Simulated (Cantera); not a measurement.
An isothermal, constant-pressure homogeneous reactor starts with 25.6 % C2H6, 71.6 % N2, 2.81 % H2O, at 1875 K and 0.0750 Torr.

Computed with Cantera and GRI-Mech 3.0 (53 species, 325 reactions). GRI-Mech 3.0 stops at C3 and has no aromatics, soot or wall deposition, so with more carbon than oxygen in the feed, carbon stays in small species such as C2H2 where larger ones or solid carbon would form. Radical loss at walls, strong at low pressure, is not modelled.

One state of this run: x C2H6 = 2.40e-6; x H = 0.00143; x C2H = 8.83e-6; x CH4 = 0.0307; x C2H2 = 0.156; x CH3 = 0.00284; x CH2 = 1.12e-5. x: mole fraction; the columns are a selection and need not sum to one.

Which value of t (s) does it belong to?
A) 0.00702
B) 0.0203
C) 0.170
D) 1.43

D, 1.43
